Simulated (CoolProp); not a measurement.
Vapour-liquid equilibrium of cyclohexane (1) + n-dodecane (2) at 0.197 MPa; x and y are mole fractions of (1).

Values from CoolProp's multi-fluid Helmholtz-energy mixture model, Zhou 2014 and Lemmon 2004; pair parameters Bell 2016.

```tsv
x	bubble temperature, mixture model (°C)	bubble temperature, Raoult's law (°C)	y, mixture model	y, Raoult's law
0.05	230.0	220.2	0.307	0.464
0.15	199.9	185.2	0.687	0.804
0.25	175.9	163.4	0.855	0.910
0.35	157.7	148.4	0.928	0.952
0.45	143.9	137.4	0.962	0.973
0.55	133.1	128.7	0.979	0.984
0.65	124.4	121.7	0.989	0.991
0.75	117.4	115.9	0.994	0.995
0.85	111.6	110.9	0.997	0.997
0.95	106.7	106.5	0.999	0.999
```

The largest gap from Raoult's law is +14.7 K in bubble temperature, at x = 0.15. No azeotrope shows between x = 0.05 and 0.95.

The pair parameters rest on a limited set of measurements; away from them the model extrapolates.
